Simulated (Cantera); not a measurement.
Feed: 1 mol CH₃SiCl₃, 0.12 mol C₂H₂, 1.6 mol H₂, equilibrated at 0.0230 bar.

Method: chemical equilibrium by Gibbs-energy minimisation in Cantera with the NASA 1993 tables (ideal gas, pure condensed phases). Candidate condensed phases: C, C₆H₆, C₇H₈, C₈H₁₈, Si, SiC; 109 gas species. The feed counts by its element totals alone. Gases not in the tables: Si₂H₆ and higher silanes. The numbers say what is thermodynamically allowed, not how fast it happens.

Over these rows the condensed part is C(graphite) + SiC(s). Partial pressures as log10 of bar:

| T (K) | 1000/T (1/K) | log p SiCl₄ | log p HCl | log p H₂ | log p SiCl₂ | log p H |
|---|---|---|---|---|---|---|
| 1923 | 0.5200 | -5.64 | -1.94 | -2.01 | -2.84 | -4.03 |
| 2023 | 0.4943 | -6.01 | -1.96 | -2.00 | -2.78 | -3.72 |
| 2123 | 0.4710 | ? | -1.99 | -2.00 | -2.73 | -3.44 |
| 2223 | 0.4498 | -6.69 | -2.02 | -2.00 | -2.70 | -3.19 |
| 2323 | 0.4305 | -7.03 | -2.05 | -2.01 | -2.68 | -2.97 |
| 2423 | 0.4127 | -7.37 | -2.11 | -2.03 | -2.69 | -2.77 |

Task: Fit log p(SiCl₄) = a + b·(1000/T) to the five rows, give the apparent enthalpy, and predict the row at 2123 K.

Result: Means: 1000/T = 0.4615, log p = -6.548. Sxy = 0.127481, Sxx = 0.0079774, so b = 15.98 and a = -6.548 − (15.98)×0.4615 = -13.92.
Apparent enthalpy: −19.145 × (15.98) = -306 kJ/mol. With the condensed phases at unit activity, C(graphite) + 2 SiCl₂(g) = SiCl₄(g) + SiC(s) links this pressure to the main gases: over the six rows their terms move log p by +0.30 in all, so the slope isn't that reaction's ΔH° alone. The five rows lie within 0.04 of the line.
Prediction at 2123 K: -13.92 + (15.98)×0.4710 = -6.39. The computed value is -6.36, 0.03 from the line.
